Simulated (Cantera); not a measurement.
Feed: 1 mol SiC, 0.9 mol N₂O, 40 mol H₂, at 1477 °C and 0.310 bar.

Method: chemical equilibrium by Gibbs-energy minimisation in Cantera with the NASA 1993 tables (ideal gas, pure condensed phases). Candidate condensed phases: C, C₆H₆, C₇H₈, C₈H₁₈, H₂O, Si, SiC, SiO₂, Si₂N₂O, Si₃N₄; 151 gas species. Mutual solubility and eutectic melting of coexisting phases are not modelled. Kinetics and transport are ignored.

Base state: H₂ 0.967, N₂ 0.0163, CO 0.0135, SiO 0.00282, H 0.000411, HCN 9.09e-5, CH₄ 4.01e-5 (mole fractions); condensed: SiC(s) + Si₂N₂O(s).

**Question.** What changes in the equilibrium state with this change: temperature from 1477 °C to 802 °C?

**Answer.** 
```csv
species,before,after
H₂,0.967,0.973
CH₄,4.01e-5,0.0132
N₂,0.0163,0.0130
CO,0.0135,0.000863
SiO,0.00282,<1e-9
H,0.000411,2.60e-8
HCN,9.09e-5,1.78e-6
"SiC(s), mol",0.435,0
"Si₂N₂O(s), mol",0.224,0.379
"C(graphite), mol",0,0.436
"SiO₂(β-quartz), mol",0,0.243
```
